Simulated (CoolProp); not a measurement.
Vapour-liquid equilibrium of R134a (1) + R141b (2) at 0.0935 MPa; x and y are mole fractions of (1).

Model: multi-fluid Helmholtz-energy mixture model, Tillner-Roth 1994 and Lemmon 2006; pair parameters Bell 2016, in CoolProp.

| x | bubble temperature (K) | y at the bubble point | dew temperature at overall composition x (K) | liquid density (mol/L) |
|---|---|---|---|---|
| 0.05 | 290.0 | 0.406 | 301.6 | 10.75 |
| 0.15 | 274.0 | 0.723 | 298.7 | 11.18 |
| 0.25 | 265.1 | 0.835 | 295.6 | 11.50 |
| 0.35 | 259.5 | 0.888 | 292.1 | 11.78 |
| 0.45 | 255.8 | 0.917 | 288.2 | 12.04 |
| 0.55 | 253.2 | 0.936 | 283.8 | 12.29 |
| 0.65 | 251.2 | 0.950 | 278.6 | 12.54 |
| 0.75 | 249.5 | 0.963 | 272.2 | 12.80 |
| 0.85 | 247.9 | 0.976 | 263.6 | 13.08 |
| 0.95 | 246.2 | 0.991 | 251.2 | 13.38 |

No azeotrope shows between x = 0.05 and 0.95.

Pair parameters are fitted to limited data, so mixtures are less certain than the pure fluids.
